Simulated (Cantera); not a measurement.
A perfectly stirred reactor is fed with CH₄ : N₂ = 1 : 150 (molar parts), at 0.750 Torr; it is held at 1550 K, and followed from long to short residence time.

Detailed kinetics in Cantera: GRI-Mech 3.0 (53 species, 325 reactions). GRI-Mech 3.0 stops at C3 and has no aromatics, soot or wall deposition, so with more carbon than oxygen in the feed, carbon stays in small species such as C2H2 where larger ones or solid carbon would form. Radical loss at walls, strong at low pressure, is not modelled.

```csv
quantity,before,after
x(CH₄) at τ = 12.0 s,0.00583,0.00385
x(CH₂) at τ = 12.0 s,4.49e-8,2.22e-7
x(H) at τ = 12.0 s,1.25e-6,9.61e-6
x(C₂H) at τ = 12.0 s,8.34e-10,1.29e-8
x(HCN) at τ = 12.0 s,1.38e-8,7.37e-7
x(CH₄) at τ = 49.0 ms,0.00662,0.00662
x(CH₂) at τ = 49.0 ms,4.84e-12,1.44e-10
x(H) at τ = 49.0 ms,3.44e-8,1.53e-7
x(C₂H) at τ = 49.0 ms,<1e-12,<1e-12
x(HCN) at τ = 49.0 ms,<1e-12,<1e-12
```

Q: Which change was made?
A. pressure from 0.750 Torr to 1430 Torr
B. N2 150 to 1200 parts
C. temperature 1550 to 1648 K
D. CH4 1 to 1.4 parts

A: C, temperature 1550 to 1648 K
